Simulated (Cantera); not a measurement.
Cantera run:

```python
import numpy as np
import cantera as ct

gas_names = """
    H HNO HNO2 HNO3 HO2 H2 H2O H2O2 N NH NH2 NH3 NH2OH NO NO2 NO3 N2 N2H2 N2H4 N2O O OH O2 O3 Si SiH
    SiH2 SiH3 SiH4 SiN SiO SiO2 Si2 Si2N Si3
""".split()
cond_names = """
    H2O(s) H2O(L) Si(cr) Si(L) SiO2(Lqz) SiO2(hqz) SiO2(L) Si2N2O(s) Si3N4(a)
""".split()


def load(file, names, dense=False):
    # The tables refer to 1 bar. Condensed volumes are neglected.
    table = {s.name: s for s in ct.Species.list_from_file(file)}
    out = []
    for n in names:
        d = dict(table[n].input_data)
        d["thermo"] = dict(d["thermo"], **{"reference-pressure": 1e5})
        if dense:
            d["equation-of-state"] = {"model": "constant-volume", "density": "1e6 g/cm^3"}
        out.append(ct.Species.from_dict(d))
    return out


gas = ct.Solution(thermo="ideal-gas", species=load("nasa_gas.yaml", gas_names))
cond = {s.name: ct.Solution(thermo="fixed-stoichiometry", species=[s], name=s.name)
        for s in load("nasa_condensed.yaml", cond_names, dense=True)}
atoms = {
    'Si3N4': {'Si': 3, 'N': 4},
    'O2': {'O': 2},
    'H2': {'H': 2},
}
top_T = {'Si2N2O(s)': 2100, 'Si3N4(a)': 2400}  # K; cautious upper limits of use, not melting points


def equilibrate(T, P, feed):
    n = {}
    for name, mol in feed.items():
        for a, k in atoms[name].items():
            n[a] = n.get(a, 0.0) + k * mol
    gas.TPX = T, P, n
    mass = sum(n.values()) * gas.mean_molecular_weight
    gas.equilibrate("TP")
    valid = [c for c in cond.values() if c.min_temp <= T <= top_T.get(c.name, c.max_temp)]
    mix = ct.Mixture([(gas, mass / gas.mean_molecular_weight)] + [(c, 0.0) for c in valid])
    mix.T, mix.P = T, P
    mix.equilibrate("TP", solver="gibbs", rtol=1e-10, max_steps=50000)
    return mix


results = []
feed = {'Si3N4': 1, 'O2': 0.61, 'H2': 3.3}  # mol
P = 3.1  # Pa
for T in [1200, 1275, 1350, 1425, 1500, 1575, 1650, 1725, 1800, 1875, 1950, 2025, 2100, 2175]:
    mix = equilibrate(T, P, feed)
    results.append((T, P, feed, dict(zip(mix.species_names, mix.species_moles))))

top = {s: max(r[3][s] / sum(r[3][g] for g in gas_names) for r in results) for s in gas_names}
cols = sorted((s for s in top if top[s] > 1e-06), key=lambda s: -top[s])[:6]
seen = [c for c in cond_names if any(r[3].get(c, 0) > 1e-12 for r in results)]
print("log10 of partial pressures in bar; condensed amounts in mol")
print(f"{'T/K':>10s}" + "".join(f"{s[:9]:>10s}" for s in cols + seen))
for T, P, feed, n in results:
    ng = sum(n[g] for g in gas_names)
    print(f"{T:10.4g}" + "".join(f"{np.log10(max(n[s] / ng * P / 1e5, 1e-99)):10.3f}" for s in cols)
          + "".join(f"{n.get(c, 0):10.4g}" for c in seen))
```

Result:

```
log10 of partial pressures in bar; condensed amounts in mol
       T/K        H2         H        N2        Si       SiO       Si2    Si(cr)     Si(L) Si2N2O(s)  Si3N4(a)
      1200    -4.559    -8.984    -5.468   -13.242   -10.735   -18.690         0         0      1.22    0.1867
      1275    -4.559    -8.412    -5.468   -11.466    -9.244   -15.935         0         0      1.22    0.1867
      1350    -4.560    -7.903    -5.468    -9.889    -7.921   -13.490         0         0     1.219    0.1871
      1425    -4.607    -7.470    -5.218    -8.793    -6.679   -11.931    0.5877         0     1.192         0
      1500    -4.758    -7.133    -5.056    -7.978    -5.331   -10.871     1.438         0    0.3401         0
      1575    -4.809    -6.786    -5.024    -7.241    -5.238    -9.913     1.768         0         0         0
      1650    -4.816    -6.450    -5.028    -6.572    -5.243    -9.044     1.721         0         0         0
      1725    -4.835    -6.148    -5.042    -5.993    -5.256    -8.315         0     1.551         0         0
      1800    -4.883    -5.888    -5.080    -5.498    -5.294    -7.717         0    0.9973         0         0
      1875    -4.965    -5.666    -5.141    -5.200    -5.356    -7.481         0         0         0         0
      1950    -5.008    -5.445    -5.152    -5.207    -5.367    -7.828         0         0         0         0
      2025    -5.075    -5.253    -5.168    -5.220    -5.382    -8.164         0         0         0         0
      2100    -5.174    -5.094    -5.187    -5.239    -5.402    -8.488         0         0         0         0
      2175    -5.316    -4.970    -5.209    -5.261    -5.424    -8.798         0         0         0         0
```

Cantera equilibrium calculation (NASA polynomials, part measured and part estimated; ideal gas, pure solids and liquids). Mutual solubility and eutectic melting of coexisting phases are not modelled. The tables' values for SiN are old estimates; treat these amounts as uncertain. Gases not in the tables: Si2H6 and higher silanes.
